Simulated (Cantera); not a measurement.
A freely propagating, adiabatic, planar premixed flame of CH4 : O2 : N2 = 1 : 1.43 : 6.14 (molar parts), unburnt at 425 K and 101000 Pa; mixture-averaged transport, grid criteria slope 0.08 and curve 0.16, no radiation.

Computed with Cantera and GRI-Mech 3.0 (53 species, 325 reactions). Burning velocities carry a grid error of a few per cent, more on coarse grids.

Problem. Predict: laminar burning velocity; thermal thickness; peak x(OH); peak x(CO); peak x(C2H).

Solution. 
* **laminar burning velocity**: 19.3 cm/s
* **thermal thickness**: 1.05 mm
* **peak x(OH)**: 0.000447
* **peak x(CO)**: 0.0690
* **peak x(C2H)**: 5.82e-7
